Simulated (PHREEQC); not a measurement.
Consider water at 40 °C with 20 mmol/kgw CaCl2, 11 mmol/kgw CO2 and 3.3 mmol/kgw MgSO4. Closed to the air; pH follows from the charge balance.

Model: ion-association model, phreeqc.dat, run in PHREEQC.

No solid was allowed to form.

Task: Predict the pH, density.

Result: pH 4.12; density 0.995 g/cm³.

Task: In which forms is Ca present?

Result: Ca+2 94 %, CaSO4 5.8 % of the Ca.

Away from 25 °C the constants follow the database's enthalpies or fits; those with neither stay at their 25 °C values.
